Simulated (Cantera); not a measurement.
An isothermal, constant-pressure homogeneous reactor starts with 17.9 % CH₄, 82.1 % H₂O, at 1450 K and 0.987 atm.

Computed with Cantera and GRI-Mech 3.0 (53 species, 325 reactions).

One state of this run: x CH₄ = 0.157; x H₂O = 0.808; x CH₂CO = 9.37e-6; x C₂H₂ = 0.00657; x H₂ = 0.0255. x: mole fraction; the columns are a selection and need not sum to one.

Question: Which value of t (s) does it belong to?
A) 0.123
B) 0.00503
C) 0.000206
D) 1.03

Answer: A, 0.123
